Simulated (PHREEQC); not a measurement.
0.032 g of hydrous ferric oxide (600 m²/g; 0.2 weak and 0.005 strong sites per Fe, Dzombak-Morel constants, diffuse double layer) in 1 kg of water with 0.01 mol/kgw of an inert sodium salt and 3.2e-07 mol Na2SeO4, at 25 °C; the pH is set by adding NaOH or the inert anion's acid. Oxygen is held at 0.21 atm. CO2 from the air is kept out. Precipitation was switched off in this run.

The series has 13 steps of pH, from 3 to 9.

Model: ion-association model, wateq4f.dat, run in PHREEQC.

Near which pH is half of the Se sorbed, and on which side is more sorbed?

Near pH 6.1, with more sorbed at lower pH.

Complexes and solids missing from the database can't appear. The oxide is taken as insoluble; below pH 4 it would dissolve.
